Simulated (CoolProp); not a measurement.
A closed Brayton cycle with dry air: compressor inlet 316.15 K and 0.46 MPa, high pressure 1.37 MPa, turbine inlet 995 K, compressor efficiency 0.85, turbine efficiency 0.9, recuperator effectiveness 0 (on enthalpy, no pinch check). Each further row changes one setting.

Model: reference Helmholtz-energy equation of state, Lemmon 2000, in CoolProp. It is a pseudo-pure fit of the blend.

| case | thermal efficiency (%) | net work (kJ/kg) | compressor to turbine work | compressor exit (K) | turbine exit (K) |
|---|---|---|---|---|---|
| as stated | [?] | 109 | 0.56 | 451.5 | 775.9 |
| turbine inlet 945 K | 18.0 | [?] | [?] | 451.5 | [?] |
| compressor inlet 326.15 K | [?] | 104 | 0.58 | 465.5 | 775.9 |
| high pressure 1.16 MPa | 16.2 | 99.2 | 0.53 | [?] | [?] |
| recuperator effectiveness 0.5 | [?] | 109 | 0.56 | 451.5 | 775.9 |

**Question.** Some entries are withheld; supply them.

**Answer.** 
- as stated, thermal efficiency (%): 18.4
- turbine inlet 945 K, net work (kJ/kg): 96.0
- turbine inlet 945 K, compressor to turbine work: 0.59
- turbine inlet 945 K, turbine exit (K): 735.3
- compressor inlet 326.15 K, thermal efficiency (%): 18.2
- high pressure 1.16 MPa, compressor exit (K): 428.2
- high pressure 1.16 MPa, turbine exit (K): 806.0
- recuperator effectiveness 0.5, thermal efficiency (%): 26.0
